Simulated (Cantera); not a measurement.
A Cantera script and its output.

```python
import numpy as np
import cantera as ct

gas = ct.Solution("gri30.yaml")


def delay(T, t_max=10):
    gas.TPX = T, 500000, {'CH4': 1, 'O2': 3.39, 'N2': 24, 'H2O': 1.1}
    reactor = ct.IdealGasReactor(gas, clone=False)
    net = ct.ReactorNet([reactor])
    net.rtol, net.atol = 1e-8, 1e-16
    while net.time < t_max:
        t_old, T_old = net.time, reactor.T
        net.step()
        if reactor.T > T + 400:  # ignition: a rise of 400 K
            return t_old + (T + 400 - T_old) / (reactor.T - T_old) * (net.time - t_old)
    return np.nan


taus = []
for T in [1300, 1400, 1500, 1600, 1700, 1800, 1900, 2000, 2100, 2200]:
    taus.append(delay(T))
    print(f"T0 = {T:6g} K   tau = {taus[-1]:.4e} s")
```

It prints:

```
T0 =   1300 K   tau = 4.1942e-03 s
T0 =   1400 K   tau = 1.3832e-03 s
T0 =   1500 K   tau = 4.8970e-04 s
T0 =   1600 K   tau = 1.8820e-04 s
T0 =   1700 K   tau = 8.0294e-05 s
T0 =   1800 K   tau = 3.8391e-05 s
T0 =   1900 K   tau = 2.0435e-05 s
T0 =   2000 K   tau = 1.2085e-05 s
T0 =   2100 K   tau = 8.2345e-06 s
T0 =   2200 K   tau = 6.3935e-06 s
```

Model: GRI-Mech 3.0 (53 species, 325 reactions), integrated in Cantera.
